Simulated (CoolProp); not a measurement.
A simple Rankine cycle with R22: condensing at 311.15 K, boiler at 3.76 MPa, turbine inlet 394.5 K, turbine efficiency 0.65, pump efficiency 0.6, no recuperator. Each further row changes one setting.

Computed with CoolProp (reference Helmholtz-energy equation of state, Kamei 1995).

| case | thermal efficiency (%) | net work (kJ/kg) | heat in (kJ/kg) | turbine exit temperature (K) | volume ratio over the turbine |
|---|---|---|---|---|---|
| as stated | 6.5 | 13.9 | 215 | (withheld) | 2.58 |
| turbine inlet 414.5 K | 6.7 | 15.8 | 235 | 369.1 | (withheld) |
| condensing temperature 303.15 K | 7.6 | (withheld) | 225 | 338.5 | 3.14 |
| boiler pressure 2.63 MPa | 4.5 | 10.2 | 228 | 367.5 | 1.78 |
| turbine efficiency 0.55 | (withheld) | 11.2 | 215 | 350.1 | 2.62 |

Problem. Complete the blanks.

Solution. 
- as stated, turbine exit temperature (K): 347.0
- turbine inlet 414.5 K, volume ratio over the turbine: 2.54
- condensing temperature 303.15 K, net work (kJ/kg): 17.2
- turbine efficiency 0.55, thermal efficiency (%): 5.2
